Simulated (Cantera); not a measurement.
A Cantera script and its output.

```python
import numpy as np
import cantera as ct

gas = ct.Solution("h2o2.yaml")
gas.TPX = 950, 3300, {'H2': 0.023, 'O2': 1}
reactor = ct.IdealGasConstPressureReactor(gas, energy="off", clone=False)
net = ct.ReactorNet([reactor])
net.rtol, net.atol = 1e-08, 1e-18
show = ['H2', 'O2', 'O', 'H', 'H2O', 'H2O2']
times = np.geomspace(0.0002, 3, 13)

steps = ct.SolutionArray(gas, extra=["t"])
rows = []
print(f"{'t/s':>10s}{'T/K':>9s}{'P/Pa':>11s}" + "".join(f"{s:>11s}" for s in show))
for t in times:
    while net.time < t:
        t_next = net.step()
        steps.append(gas.state, t=t_next)
    rows.append([np.interp(t, steps.t, y) for y in (steps.T, steps.P, *steps(*show).X.T)])
    print(f"{t:10.3e}{rows[-1][0]:9.1f}{rows[-1][1]:11.4g}" + "".join(f"{x:11.3e}" for x in rows[-1][2:]))
rate = np.gradient(steps.T, steps.t)
print("integrator steps:", len(steps.t))
if steps.T.max() > steps.T[0] + 200:
    print(f"time of steepest temperature rise: {steps.t[rate.argmax()]:.4e} s")
gas.TPX = 950, 3300, {'H2': 0.023, 'O2': 1}
gas.equilibrate("TP")
print(f"equilibrium (TP): T = {gas.T:.1f} K  " + "  ".join(f"{s} {gas[s].X[0]:.3e}" for s in show))
```

It prints:

```
       t/s      T/K       P/Pa         H2         O2          O          H        H2O       H2O2
 2.000e-04    950.0       3300  2.248e-02  9.775e-01  1.917e-11  1.512e-11  1.048e-11  7.748e-16
 4.457e-04    950.0       3300  2.248e-02  9.775e-01  8.828e-11  4.184e-11  8.045e-11  3.983e-15
 9.932e-04    950.0       3300  2.248e-02  9.775e-01  7.325e-10  2.735e-10  9.383e-10  2.264e-14
 2.213e-03    950.0       3300  2.248e-02  9.775e-01  4.071e-08  1.460e-08  5.832e-08  3.927e-13
 4.932e-03    950.0       3300  2.199e-02  9.772e-01  2.514e-04  9.649e-05  3.829e-04  1.522e-08
 1.099e-02    950.0       3300  8.563e-04  9.737e-01  2.979e-03  6.787e-04  2.118e-02  3.221e-07
 2.449e-02    950.0       3300  1.080e-04  9.765e-01  6.408e-04  3.588e-05  2.253e-02  1.252e-07
 5.459e-02    950.0       3300  2.389e-05  9.771e-01  1.494e-04  3.476e-06  2.268e-02  7.891e-08
 1.216e-01    950.0       3300  6.016e-06  9.772e-01  3.447e-05  3.797e-07  2.272e-02  5.217e-08
 2.711e-01    950.0       3300  1.489e-06  9.772e-01  8.192e-06  4.483e-08  2.273e-02  3.090e-08
 6.041e-01    950.0       3300  3.291e-07  9.773e-01  2.134e-06  6.055e-09  2.273e-02  1.612e-08
 1.346e+00    950.0       3300  6.006e-08  9.773e-01  6.277e-07  9.682e-10  2.274e-02  7.635e-09
 3.000e+00    950.0       3300  9.159e-09  9.773e-01  2.075e-07  1.832e-10  2.274e-02  3.454e-09
integrator steps: 1321
equilibrium (TP): T = 950.0 K  H2 2.322e-12  O2 9.773e-01  O 1.741e-10  H 4.698e-15  H2O 2.274e-02  H2O2 5.865e-12
```

Cantera simulation using the H2/O2 subset of GRI-Mech 3.0, which has no nitrogen chemistry; the numbers are that mechanism's predictions, not measurements. Radical loss at walls, strong at low pressure, is not modelled.
